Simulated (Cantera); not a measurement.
# Thermodynamics of silicates and aluminates, feed Al2O3 + NaOH + O2

Input: 1 mol Al2O3, 1 mol NaOH, 0.17 mol O2, held at 7.50 Torr.

Method: chemical equilibrium by Gibbs-energy minimisation in Cantera with the NASA 1993 tables (ideal gas, pure condensed phases). Candidate condensed phases: Al, Al2O3, H2O, Na, NaAlO2, NaOH, NaO2, Na2O, Na2O2; 26 gas species. The tables' values for AlOH are old estimates; treat these amounts as uncertain. Rates play no part.

| T (K) | log p Na | log p H2O | log p O2 | log p NaOH | log p O | log p OH | log p H | log p H2 | n Al2O3(s) | n Al2O3(l) |
|---|---|---|---|---|---|---|---|---|---|---|
| 1973 | -2.35 | -2.66 | -2.69 | -2.92 | -4.61 | -4.08 | -5.34 | -4.95 | 1.000 | 0 |
| 2023 | -2.34 | -2.65 | -2.69 | -3.02 | -4.44 | -3.97 | -5.11 | -4.77 | 1.000 | 0 |
| 2073 | -2.33 | -2.65 | -2.69 | -3.12 | -4.28 | -3.87 | -4.89 | -4.61 | 1.000 | 0 |
| 2123 | -2.32 | -2.65 | -2.69 | -3.22 | -4.13 | -3.77 | -4.68 | -4.46 | 1.000 | 0 |
| 2173 | -2.32 | -2.65 | -2.69 | -3.31 | -3.99 | -3.68 | -4.48 | -4.32 | 1.000 | 0 |
| 2223 | -2.32 | -2.65 | -2.70 | -3.41 | -3.85 | -3.59 | -4.29 | -4.19 | 1.000 | 0 |
| 2273 | -2.31 | -2.66 | -2.70 | -3.51 | -3.72 | -3.52 | -4.11 | -4.06 | 1.000 | 0 |
| 2323 | -2.31 | -2.68 | -2.71 | -3.60 | -3.60 | -3.45 | -3.94 | -3.95 | 1.000 | 0 |
| 2373 | -2.32 | -2.70 | -2.72 | -3.70 | -3.49 | -3.38 | -3.78 | -3.85 | 0 | 1.000 |
| 2423 | -2.32 | -2.73 | -2.73 | -3.80 | -3.38 | -3.32 | -3.63 | -3.75 | 0 | 1.000 |
| 2473 | -2.33 | -2.76 | -2.75 | -3.91 | -3.27 | -3.28 | -3.49 | -3.67 | 0 | 1.000 |
| 2523 | -2.33 | -2.80 | -2.76 | -4.01 | -3.17 | -3.23 | -3.36 | -3.60 | 0 | 1.000 |
| 2573 | -2.34 | -2.86 | -2.79 | -4.12 | -3.08 | -3.20 | -3.23 | -3.54 | 0 | 0.999 |
log p: log10 of the partial pressure in bar; n: condensed amount in mol.

From 1973 K to 2323 K the condensed part is Al2O3(s). From 2373 K to 2573 K the condensed part is Al2O3(l). The main Al-bearing gas is AlO2H throughout.
